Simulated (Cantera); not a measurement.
# B2O3 + N2 (boron, boron nitride and boron oxide)

Charge: 1 mol B2O3, 38 mol N2, at 1850 K and 10000 Pa.

Method: chemical equilibrium by Gibbs-energy minimisation in Cantera with the NASA 1993 tables (ideal gas, pure condensed phases). Candidate condensed phases: B, BN, B2O3; 17 gas species. Rates play no part.

```
Item                                Result
-------------------------------  ---------
x(N2)                                0.974
x(B2O3)                             0.0256
x(BO2)                             7.76e-5
x(BO)                              5.65e-5
x(B2O2)                            1.34e-5
x(NO)                              2.61e-6
gas amount                       39.00 mol
log10 activity of B(s) (absent)      -5.83
```
